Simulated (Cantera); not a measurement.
A perfectly stirred reactor is fed with CH4 : CO : O2 : N2 = 1 : 0.18 : 3.03 : 11.4 (molar parts), equivalence ratio 0.69, at 6380 Torr; it is adiabatic with a 800 K inlet, and is followed from long to short residence time, starting on the burning branch (τ in s: 0.18, 0.084, 0.04, 0.019, 0.009, 0.0043, 0.002, 0.00096, 0.00046, 0.00022, 0.0001, 4.9e-05, 2.3e-05).

Detailed kinetics in Cantera: GRI-Mech 3.0 (53 species, 325 reactions).

What does this change do: 0.23 parts H2 added?


| quantity | before | after |
|---|---|---|
| blow-out, bracketed by the residence times tried | burning at 23.0 µs, the shortest tried | burning at 23.0 µs, the shortest tried |
| x(CH4) at τ = 0.180 s | 2.76e-7 | 2.01e-7 |
| x(CO) at τ = 0.180 s | 0.000722 | 0.00116 |
| x(O2) at τ = 0.180 s | 0.0580 | 0.0496 |
| x(OH) at τ = 0.180 s | 0.00253 | 0.00327 |
| x(CO2) at τ = 0.180 s | 0.0752 | 0.0742 |
| x(CH4) at τ = 2.00 ms | 1.93e-5 | 1.47e-5 |
| x(CO) at τ = 2.00 ms | 0.00156 | 0.00197 |
| x(O2) at τ = 2.00 ms | 0.0604 | 0.0525 |
| x(OH) at τ = 2.00 ms | 0.00307 | 0.00382 |
| x(CO2) at τ = 2.00 ms | 0.0743 | 0.0733 |

What does this change do: inlet temperature 800 to 450 K?


```tsv
quantity	before	after
blow-out, bracketed by the residence times tried	burning at 23.0 µs, the shortest tried	burning at 0.100 ms, out at 49.0 µs
x(CH4) at τ = 0.180 s	2.76e-7	1.19e-6
x(CO) at τ = 0.180 s	0.000722	0.000122
x(O2) at τ = 0.180 s	0.0580	0.0603
x(OH) at τ = 0.180 s	0.00253	0.000816
x(CO2) at τ = 0.180 s	0.0752	0.0759
x(CH4) at τ = 2.00 ms	1.93e-5	5.01e-5
x(CO) at τ = 2.00 ms	0.00156	0.00140
x(O2) at τ = 2.00 ms	0.0604	0.0610
x(OH) at τ = 2.00 ms	0.00307	0.00148
x(CO2) at τ = 2.00 ms	0.0743	0.0745
```
